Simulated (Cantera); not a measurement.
## Si + Br₂ + N₂ (silicon etching in halogen gases)

A closed system holds: 1 mol Si, a varied amount of Br₂, 24 mol N₂, held at 898.15 K and 0.133 bar.

Cantera equilibrium calculation (NASA polynomials, part measured and part estimated; ideal gas, pure solids and liquids). Candidate condensed phases: Br₂, Si, Si₃N₄; 13 gas species. N₂ is the only nitrogen source here; it is nearly inert below about 1500 K, so the nitride shown seldom forms there in practice. Equilibrium is a limit: real reactors are often held back by kinetics, nucleation or transport.

| n(Br₂) (mol) | x N₂ | x Br₂ | x SiBr₄ | x Br | x SiBr₃ | x SiBr₂ | n Si₃N₄(s) |
|---|---|---|---|---|---|---|---|
| 0.64 | 0.987 | 1.01e-7 | 0.0134 | 1.31e-6 | 3.86e-7 | 6.55e-9 | 0.227 |
| 0.89 | 0.982 | 1.18e-7 | 0.0185 | 1.42e-6 | 4.92e-7 | 7.71e-9 | 0.185 |
| 1.2 | 0.975 | 1.36e-7 | 0.0247 | 1.53e-6 | 6.11e-7 | 8.92e-9 | 0.133 |
| 1.7 | 0.966 | 1.60e-7 | 0.0343 | 1.65e-6 | 7.85e-7 | 1.06e-8 | 0.0500 |
| 2.4 | 0.945 | 0.0155 | 0.0394 | 0.000514 | 2.89e-9 | <1e-12 | 0 |
| 3.3 | 0.912 | 0.0490 | 0.0380 | 0.000914 | 1.57e-9 | <1e-12 | 0 |
| 4.5 | 0.872 | 0.0902 | 0.0363 | 0.00124 | 1.11e-9 | <1e-12 | 0 |
| 6.3 | 0.818 | 0.146 | 0.0341 | 0.00158 | 8.17e-10 | <1e-12 | 0 |
| 8.7 | 0.756 | 0.210 | 0.0315 | 0.00189 | 6.29e-10 | <1e-12 | 0 |
x: gas mole fraction; n: condensed amount in mol.

From 0.64 mol Br₂ to 1.7 mol Br₂ the condensed part is Si₃N₄(s). From 2.4 mol Br₂ to 8.7 mol Br₂ nothing is condensed. The main Si-bearing gas is SiBr₄ throughout.
